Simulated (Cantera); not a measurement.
## Low-pressure radical oxidation in H2/O2

An isothermal, constant-pressure homogeneous reactor starts with 1.86 % H2, 98.1 % O2, equivalence ratio 0.0095, at 1350 K and 0.0168 atm.

Model: the H2/O2 subset of GRI-Mech 3.0, which has no nitrogen chemistry, integrated in Cantera. Radical loss at walls, strong at low pressure, is not modelled.

```
t (s)         x H2   x O2    x H2O2       x H     x H2O       x O      x OH
--------  --------  -----  --------  --------  --------  --------  --------
3.00e-5     0.0186  0.981    <1e-12   4.29e-9  4.02e-10   4.09e-9   3.96e-9
0.000144    0.0186  0.981  1.68e-11   1.26e-8   2.18e-8   4.75e-8   4.17e-8
0.000695    0.0186  0.981  3.51e-10   4.56e-7   2.96e-6   2.68e-6   2.15e-6
0.00334   0.000288  0.964   3.88e-8   0.00118    0.0165    0.0150   0.00252
0.0161    0.000121  0.966   2.89e-8  0.000875    0.0171    0.0140   0.00204
0.0775     7.74e-5  0.972   2.59e-8  0.000437    0.0176   0.00873   0.00163
0.373      1.91e-5  0.979   1.55e-8   5.18e-5    0.0183   0.00209  0.000815
1.79       1.73e-6  0.981   4.13e-9   1.39e-6    0.0187  0.000187  0.000246
8.63       1.47e-7  0.981  6.62e-10   3.45e-8    0.0188   1.58e-5   7.19e-5
41.6       3.24e-8  0.981  2.03e-10   3.58e-9    0.0188   3.49e-6   3.38e-5
200        2.99e-8  0.981  1.93e-10   3.18e-9    0.0188   3.23e-6   3.25e-5
```
x: mole fraction; the columns are a selection and need not sum to one.

Equilibrium at this temperature and pressure: H2 2.99e-8, O2 0.981, H2O2 1.93e-10, H 3.18e-9, H2O 0.0188, O 3.23e-6, OH 3.25e-5 (gas phase only).
